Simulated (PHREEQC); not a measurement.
Dissolve 0.14 mol ZnSO4, 0.00022 mol MnCl2 and 0.0005 mol MnSO4 per kg of water at 63 °C. Closed to the air; pH follows from the charge balance.

All values are PHREEQC results (ion-association model, phreeqc.dat), not measurements.

No solid was allowed to form.

**Question.** Predict the pH.

**Answer.** pH 5.11.

**Question.** In which forms is Cl present?

**Answer.** Cl- 84 %, ZnCl+ 16 % of the Cl.

Constants without temperature data keep their 25 °C values here.
